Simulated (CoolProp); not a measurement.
Vapour pressure (kPa) of ethanol: the reference equation beside estimates from Tc = 241.6 °C, pc = 6268 kPa, ω = 0.644.

Model: reference Helmholtz-energy equation of state, Schroeder 2014, in CoolProp.

```json
[
 {"T (°C)": "11.15", "reference": "3.391", "van der Waals": "332.0", "Redlich-Kwong": "50.89"},
 {"T (°C)": "30.75", "reference": "10.91", "van der Waals": "495.9", "Redlich-Kwong": "108.2"},
 {"T (°C)": "50.45", "reference": "30.05", "van der Waals": "709.4", "Redlich-Kwong": "206.2"},
 {"T (°C)": "70.05", "reference": "72.14", "van der Waals": "975.9", "Redlich-Kwong": "358.6"},
 {"T (°C)": "89.75", "reference": "155.9", "van der Waals": "1303", "Redlich-Kwong": "582.2"},
 {"T (°C)": "109.45", "reference": "307.1", "van der Waals": "1695", "Redlich-Kwong": "892.1"},
 {"T (°C)": "129.05", "reference": "558.0", "van der Waals": "2153", "Redlich-Kwong": "1301"},
 {"T (°C)": "148.75", "reference": "951.7", "van der Waals": "2686", "Redlich-Kwong": "1828"},
 {"T (°C)": "168.45", "reference": "1533", "van der Waals": "3295", "Redlich-Kwong": "2485"}
]
```

Absolute difference from the reference over all 9 rows, mean and median: van der Waals 2157.8 and 735.8 %, Redlich-Kwong 447.4 and 273.4 %.
